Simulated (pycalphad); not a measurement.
All values are pycalphad results on the COST 507 light-alloy database (1999) (1 atm), not direct measurements. The data set is of 1999 and partly superseded. Phase fractions are per mole of atoms.

Q: Give the equilibrium state of Si-3.766Cu (wt.%) at 775 K.

A: 
```
T = 775.00 K, P = 101325 Pa, N = 1 mol of atoms
G = -20724 J/mol, H = 11217 J/mol, S = 41.21 J/(mol K)  (SER reference)
chemical potentials (J/mol): Si -20446, Cu -36792
phase             fraction      x(Si)      x(Cu)
DIAMOND_A4          0.9776     1.0000       none
CU19SI6_ETA         0.0224     0.2400     0.7600
```

Q: Give the equilibrium state of Si-3.766Cu (wt.%) at 1650 K.

A: diamond (Si), fraction 0.757, with no Cu wt.%; liquid, fraction 0.243, with 14.5 Cu wt.%.

Database names, with the compositions (at.%) that they take in these runs: CU19SI6_ETA: Cu 76 Si 24. DIAMOND_A4 is diamond (Si). An entry "none" or "no" means that the model of the phase leaves that element out.
